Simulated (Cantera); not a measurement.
Feed: 1 mol SiCl4, 0.87 mol Cl2, 1.6 mol H2, equilibrated at 1 atm.

Method: chemical equilibrium by Gibbs-energy minimisation in Cantera with the NASA 1993 tables (ideal gas, pure condensed phases). Candidate condensed phases: Si; 19 gas species. The tables' values for SiCl3 are old estimates; treat these amounts as uncertain. Equilibrium is a limit: real reactors are often held back by kinetics, nucleation or transport. All values below are at 1275 K.

Base state: HCl 0.508, SiCl4 0.280, H2 0.204, SiHCl3 0.00454, SiCl3 0.00275, SiCl2 0.000175, SiH2Cl2 1.02e-5 (mole fractions); condensed: gas only.

Question: What changes in the equilibrium state with this change: pressure from 1 atm to 0.133 bar?

Answer: 
```json
[
 {"species": "HCl", "before": "0.508", "after": "0.513"},
 {"species": "SiCl4", "before": "0.280", "after": "0.274"},
 {"species": "H2", "before": "0.204", "after": "0.200"},
 {"species": "SiCl3", "before": "0.00275", "after": "0.00726"},
 {"species": "SiCl2", "before": "0.000175", "after": "0.00125"},
 {"species": "SiH2Cl2", "before": "1.02e-5", "after": "9.41e-6"},
 {"species": "SiHCl3", "before": "0.00454", "after": "0.00431"}
]
```

Question: What changes in the equilibrium state with this change: H2 from 1.6 to 8.4 mol?

Answer: 
| species | before | after |
|---|---|---|
| H2 | 0.204 | 0.715 |
| HCl | 0.508 | 0.188 |
| SiCl4 | 0.280 | 0.0794 |
| SiHCl3 | 0.00454 | 0.0122 |
| SiH2Cl2 | 1.02e-5 | 0.000259 |
| SiCl2 | 0.000175 | 0.00127 |
| SiCl3 | 0.00275 | 0.00394 |
